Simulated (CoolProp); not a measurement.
Saturated liquid density (kg/m³) of cyclohexane: the reference equation beside estimates from Tc = 553.6 K, pc = 4.081 MPa, ω = 0.209. Rackett uses Z = 0.29056 − 0.08775 ω.

The numbers come from the reference Helmholtz-energy equation of state, Zhou 2014 in CoolProp.

```csv
T (K),reference,Rackett,van der Waals,Soave-Redlich-Kwong
323.8,749.3,754.2,___,700.0
336.5,736.9,742.0,457.4,688.8
349.2,724.2,729.5,450.0,___
361.9,711.2,716.6,442.3,664.5
374.6,698.0,703.4,434.3,651.3
387.3,684.5,689.7,426.0,637.4
400,670.5,675.6,417.3,622.6
412.7,656.1,660.9,408.2,606.8
425.4,641.1,645.6,398.6,590.0
438.1,625.4,629.6,388.5,572.0
450.8,608.9,612.7,377.8,552.7
463.5,591.3,594.7,___,531.8
476.2,572.3,575.5,353.9,509.0
488.9,551.5,___,340.5,484.0
501.7,___,531.2,325.5,455.9
```

Task: Fill in the missing entries.

Result: 
- 323.8, van der Waals: 464.6
- 349.2, Soave-Redlich-Kwong: 677.0
- 463.5, van der Waals: 366.3
- 488.9, Rackett: 554.5
- 501.7, reference: 528.1

Absolute difference from the reference over all 15 rows, mean and median: Rackett 0.7 and 0.7 %, van der Waals 37.9 and 37.9 %, Soave-Redlich-Kwong 8.5 and 7.5 %.
